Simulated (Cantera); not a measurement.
A closed system holds: 1 mol trisilylamine, 0.13 mol NH3, at 1177 °C and 1.00 Torr.

Method: chemical equilibrium by Gibbs-energy minimisation in Cantera with the NASA 1993 tables (ideal gas, pure condensed phases). Candidate condensed phases: Si, Si3N4; 18 gas species. The feed counts by its element totals alone. Mutual solubility and eutectic melting of coexisting phases are not modelled. Rates play no part.

Base state: H2 0.987, N2 0.0128, H 0.000257 (mole fractions); condensed: Si(s) + Si3N4(s).

Problem. What changes in the equilibrium state with this change: temperature from 1177 °C to 427 °C?

Solution. 
| species | before | after |
|---|---|---|
| H2 | 0.987 | 1.00 |
| N2 | 0.0128 | <1e-9 |
| H | 0.000257 | <1e-9 |
| Si(s), mol | 2.24 | 2.15 |
| Si3N4(s), mol | 0.252 | 0.282 |
